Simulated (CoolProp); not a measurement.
Properties of o-xylene at several states.

Values from CoolProp's reference Helmholtz-energy equation of state, Zhou 2012.

| T (°C) | p (MPa) | phase | density (kg/m³) | cv (kJ/(kg K)) | Joule-Thomson coefficient (K/MPa) | expansivity (1/kK) | conductivity (mW/(m K)) | fugacity coefficient |
|---|---|---|---|---|---|---|---|---|
| 87.35 | 8.71 | liquid | 830.7 | 1.564 | -0.3922 | 1.006 | 119 | 0.002763 |
| 22.35 | 2.82 | liquid | 880.1 | 1.369 | -0.4667 | 0.9447 | 132 | 0.0003113 |
| 92.45 | 0.0426 | liquid | 817.7 | 1.577 | -0.3696 | 1.093 | 114 | 0.4692 |

Thermal conductivity comes from a separate model (Mylona 2014).
